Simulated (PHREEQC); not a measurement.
A column of 1 m (30 cells, dispersivity 0.035 m, 300 s a shift, diffusion coefficient 3e-10 m²/s) holds 0.00051 eq of the database's cation exchanger X per kg of pore water, first in equilibrium with 0.00077 mol KCl and 1e-05 mol HCl per kg of water. It is flushed with 0.38 mmol/kgw CdCl2, 0.32 mmol/kgw MnCl2 and 0.01 mmol/kgw HCl, at 40 °C. Values are for the last cell. CO2 from the air is kept out. Nothing may precipitate in this run.

Base run: PHREEQC, ion-association model, phreeqc.dat. Each further column changes one thing. The table gives K in solution (mol/kgw).

```json
[
 {"pore volumes": "0", "base": "0.000770", "exchange capacity from 0.00051 to 0.00026 eq/kgw": "0.000770", "dispersivity from 0.035 to 0.07 m": "0.000770"},
 {"pore volumes": "0.2167", "base": "0.000770", "exchange capacity from 0.00051 to 0.00026 eq/kgw": "0.000770", "dispersivity from 0.035 to 0.07 m": "0.000770"},
 {"pore volumes": "0.5167", "base": "0.000775", "exchange capacity from 0.00051 to 0.00026 eq/kgw": "0.000775", "dispersivity from 0.035 to 0.07 m": "[?]"},
 {"pore volumes": "0.7167", "base": "0.000851", "exchange capacity from 0.00051 to 0.00026 eq/kgw": "0.000851", "dispersivity from 0.035 to 0.07 m": "0.000915"},
 {"pore volumes": "0.9167", "base": "0.00104", "exchange capacity from 0.00051 to 0.00026 eq/kgw": "0.00104", "dispersivity from 0.035 to 0.07 m": "0.00107"},
 {"pore volumes": "1.217", "base": "0.00107", "exchange capacity from 0.00051 to 0.00026 eq/kgw": "0.000353", "dispersivity from 0.035 to 0.07 m": "0.000698"},
 {"pore volumes": "1.417", "base": "0.000342", "exchange capacity from 0.00051 to 0.00026 eq/kgw": "[?]", "dispersivity from 0.035 to 0.07 m": "0.000353"},
 {"pore volumes": "1.617", "base": "0.000111", "exchange capacity from 0.00051 to 0.00026 eq/kgw": "4.46e-5", "dispersivity from 0.035 to 0.07 m": "0.000179"},
 {"pore volumes": "1.817", "base": "3.49e-5", "exchange capacity from 0.00051 to 0.00026 eq/kgw": "1.42e-5", "dispersivity from 0.035 to 0.07 m": "[?]"},
 {"pore volumes": "2.117", "base": "5.81e-6", "exchange capacity from 0.00051 to 0.00026 eq/kgw": "[?]", "dispersivity from 0.035 to 0.07 m": "[?]"},
 {"pore volumes": "2.317", "base": "1.71e-6", "exchange capacity from 0.00051 to 0.00026 eq/kgw": "6.79e-7", "dispersivity from 0.035 to 0.07 m": "[?]"},
 {"pore volumes": "2.517", "base": "4.92e-7", "exchange capacity from 0.00051 to 0.00026 eq/kgw": "1.91e-7", "dispersivity from 0.035 to 0.07 m": "[?]"},
 {"pore volumes": "2.817", "base": "7.42e-8", "exchange capacity from 0.00051 to 0.00026 eq/kgw": "2.77e-8", "dispersivity from 0.035 to 0.07 m": "2.62e-6"},
 {"pore volumes": "3.017", "base": "2.07e-8", "exchange capacity from 0.00051 to 0.00026 eq/kgw": "7.49e-9", "dispersivity from 0.035 to 0.07 m": "1.28e-6"}
]
```

What belongs in the gaps?


- 0.5167, dispersivity from 0.035 to 0.07 m: 0.000800
- 1.417, exchange capacity from 0.00051 to 0.00026 eq/kgw: 0.000131
- 1.817, dispersivity from 0.035 to 0.07 m: 9.01e-5
- 2.117, exchange capacity from 0.00051 to 0.00026 eq/kgw: 2.35e-6
- 2.117, dispersivity from 0.035 to 0.07 m: 3.16e-5
- 2.317, dispersivity from 0.035 to 0.07 m: 1.56e-5
- 2.517, dispersivity from 0.035 to 0.07 m: 7.66e-6

At this temperature some constants are extrapolated from 25 °C, and those without enthalpy data are left unchanged.
